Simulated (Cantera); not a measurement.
**Boron, boron nitride and boron oxide: borazine + N2 + H2**

Charge: 1 mol borazine, 13 mol N2, 0.28 mol H2, at 14.0 Pa.

Cantera equilibrium calculation (NASA polynomials, part measured and part estimated; ideal gas, pure solids and liquids). Candidate condensed phases: B, BN; 15 gas species. The feed counts by its element totals alone. The tables' values for BH2 are old estimates; treat these amounts as uncertain. Rates play no part.

| T (K) | x N2 | x H2 | x H | x B | x BH2 | n BN(s) | n B(s) |
|---|---|---|---|---|---|---|---|
| 1248 | 0.799 | 0.201 | 1.77e-5 | <1e-12 | 1.05e-11 | 3.00 | 0 |
| 1348 | 0.798 | 0.201 | 8.78e-5 | <1e-12 | 2.51e-10 | 3.00 | 0 |
| 1448 | 0.798 | 0.201 | 0.000349 | 9.44e-12 | 3.88e-9 | 3.00 | 0 |
| 1548 | 0.798 | 0.201 | 0.00117 | 7.18e-10 | 4.17e-8 | 3.00 | 0 |
| 1648 | 0.797 | 0.199 | 0.00336 | 3.21e-8 | 3.34e-7 | 3.00 | 0 |
| 1748 | 0.795 | 0.196 | 0.00856 | 9.26e-7 | 2.08e-6 | 3.00 | 0 |
| 1848 | 0.791 | 0.190 | 0.0195 | 1.85e-5 | 1.04e-5 | 3.00 | 0 |
| 1948 | 0.782 | 0.177 | 0.0402 | 0.000272 | 4.25e-5 | 2.99 | 0 |
| 2048 | 0.785 | 0.142 | 0.0713 | 0.00208 | 8.68e-5 | 0 | 2.96 |
| 2148 | 0.760 | 0.113 | 0.118 | 0.00941 | 0.000116 | 0 | 2.82 |
x: gas mole fraction; n: condensed amount in mol.

From 1248 K to 1948 K the condensed part is BN(s). From 2048 K to 2148 K the condensed part is B(s).
